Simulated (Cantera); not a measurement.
**Equilibrium for carbon deposition, reforming and gasification: acetone + H₂**

A closed system holds: 1 mol acetone, 3.2 mol H₂, held at 34000 Pa.

Cantera equilibrium calculation (NASA polynomials, part measured and part estimated; ideal gas, pure solids and liquids). Candidate condensed phases: C, C₆H₆, C₇H₈, C₈H₁₈, H₂O; 110 gas species. The feed counts by its element totals alone. Kinetics and transport are ignored.

```
T (K)   x H₂       x H   x CO  x C₂H₂ (acetylene)     x C₂H     x CH₄    x C₄H₂  n C(graphite)
-----  -----  --------  -----  ------------------  --------  --------  --------  -------------
1523   0.860   3.68e-5  0.139             1.02e-5    <1e-12  0.000580  4.61e-11           2.00
1673   0.861  0.000181  0.139             4.90e-5  5.06e-11  0.000306   1.09e-9           2.00
1823   0.860  0.000689  0.139            0.000182   1.41e-9  0.000179   1.52e-8           2.00
1973   0.858   0.00214  0.139            0.000550   2.34e-8  0.000114   1.41e-7           1.99
2123   0.854   0.00569  0.139             0.00141   2.61e-7   7.75e-5   9.50e-7           1.98
2273   0.846    0.0132  0.138             0.00319   2.10e-6   5.49e-5   4.91e-6           1.95
2423   0.829    0.0277  0.137             0.00641   1.30e-5   3.99e-5   2.04e-5           1.90
2573   0.800    0.0527  0.135              0.0117   6.41e-5   2.91e-5   7.05e-5           1.82
2723   0.755    0.0923  0.132              0.0193  0.000261   2.10e-5  0.000206           1.70
2873   0.691     0.150  0.128              0.0292  0.000900   1.46e-5  0.000515           1.51
```
x: gas mole fraction; n: condensed amount in mol.

From 1523 K to 2873 K the condensed part is C(graphite). The main C-bearing gas is CO throughout. The share of C in condensed phases is highest at 1673 K (66.6 %) and lowest at 2873 K (50.2 %).
